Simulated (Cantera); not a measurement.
Charge: 1 mol SiC, 0.07 mol C, 5.5 mol N2, equilibrated at 2375 K and 13300 Pa.

Equilibrium computed with Cantera from the NASA thermochemical tables; the gas is ideal and each condensed phase is pure. Candidate condensed phases: C, Si, SiC, Si3N4; 20 gas species. The tables' values for SiN are old estimates; treat these amounts as uncertain. Equilibrium is a limit: real reactors are often held back by kinetics, nucleation or transport.

Base state: N2 0.997, Si 0.00234, SiC2 0.000414, Si2C 0.000238, SiN 0.000105, CN 9.44e-5, C2N2 3.51e-5, Si2N 1.78e-5 (mole fractions); condensed: C(graphite) + SiC(s).

Task: What changes in the equilibrium state with this change: pressure from 13300 Pa to 1330 Pa?

Result: 
| species | before | after |
|---|---|---|
| N2 | 0.997 | 0.969 |
| Si | 0.00234 | 0.0234 |
| SiC2 | 0.000414 | 0.00414 |
| Si2 | 9.02e-6 | 9.02e-5 |
| Si2C | 0.000238 | 0.00238 |
| C(graphite), mol | 0.0819 | 0.194 |
| SiC(s), mol | 0.981 | 0.813 |
